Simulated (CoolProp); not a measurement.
R1336mzz(Z) at several states: density (kg/m³) from the reference equation and from simpler models built on Tc = 444.5 K, pc = 29.04 bar, ω = 0.386; each cubic takes its own stable root.

Model: reference Helmholtz-energy equation of state, McLinden 2020, in CoolProp.

| T (K) | p (bar) | phase | reference | van der Waals | Redlich-Kwong | Soave-Redlich-Kwong | Peng-Robinson |
|---|---|---|---|---|---|---|---|
| 492.3 | 0.719 | gas | 2.899 | 2.898 | 2.900 | 2.898 | 2.901 |
| 188.5 | 0.127 | liquid | 1624 | 1.342 | 1310 | 1344 | 1508 |
| 391.2 | 72.7 | liquid | 1139 | ? | 936.8 | ? | 1096 |
| 276.7 | 11 | liquid | 1422 | 788.2 | 1154 | ? | 1367 |
| 424.1 | 2.23 | gas | 10.73 | 10.65 | 10.70 | ? | 10.75 |
| 207.5 | 0.308 | liquid | 1582 | 2.983 | ? | 1320 | 1482 |

**Question.** Complete the blanks.

**Answer.** 
- 391.2, van der Waals: 702.1
- 391.2, Soave-Redlich-Kwong: 973.9
- 276.7, Soave-Redlich-Kwong: 1212
- 424.1, Soave-Redlich-Kwong: 10.71
- 207.5, Redlich-Kwong: 1280

At some of these states van der Waals gives the other phase, because its saturation line lies elsewhere.
